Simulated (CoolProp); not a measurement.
Vapour-liquid equilibrium of hydrogen chloride (1) + n-butane (2) at 3.01 bar; x and y are mole fractions of (1).

Values from CoolProp's multi-fluid Helmholtz-energy mixture model, Thol 2018 and Bücker 2006; pair parameters Bell 2016.

Problem. Give the bubble temperature and the first vapour's composition at x = 0.425, 0.725, 0.875. Is there an azeotrope?

Solution. x = 0.425: -55.9 °C, y = 0.982; x = 0.725: -59.1 °C, y = 0.988; x = 0.875: -61.0 °C, y = 0.992. No azeotrope shows between x = 0.05 and 0.95.

Pair parameters are fitted to limited data, so mixtures are less certain than the pure fluids. With so large a gap from Raoult's law the liquid may split in two, which this calculation doesn't test in full.
